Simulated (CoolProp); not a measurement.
Vapour-liquid equilibrium of ethane (1) + hydrogen sulfide (2) at 0.612 MPa; x and y are mole fractions of (1).

The numbers come from the multi-fluid Helmholtz-energy mixture model, Bücker 2006 and Lemmon 2006; pair parameters Kunz 2012 in CoolProp.

| x | bubble temperature (K) | y at the bubble point | dew temperature at overall composition x (K) | liquid density (mol/L) |
|---|---|---|---|---|
| 0.05 | 246.4 | 0.311 | 255.0 | 25.08 |
| 0.125 | 237.6 | 0.526 | 252.7 | 24.25 |
| 0.2 | 233.2 | 0.617 | 250.3 | 23.30 |
| 0.275 | 230.9 | 0.662 | 247.7 | 22.35 |
| 0.35 | 229.6 | 0.689 | 244.9 | 21.44 |
| 0.425 | 228.7 | 0.709 | 242.0 | 20.61 |
| 0.5 | 228.0 | 0.727 | 238.7 | 19.85 |
| 0.575 | 227.4 | 0.746 | 235.2 | 19.15 |
| 0.65 | 226.9 | 0.768 | 231.5 | 18.52 |
| 0.725 | 226.4 | 0.797 | 228.1 | 17.95 |
| 0.8 | 226.0 | 0.833 | 226.4 | 17.43 |
| 0.875 | 225.8 | 0.881 | 225.8 | 16.95 |
| 0.95 | 225.8 | 0.945 | 225.8 | 16.50 |

y crosses x between x = 0.875 and 0.95: the model has an azeotrope there.

The pair parameters rest on a limited set of measurements; away from them the model extrapolates. With so large a gap from Raoult's law the liquid may split in two, which this calculation doesn't test in full.
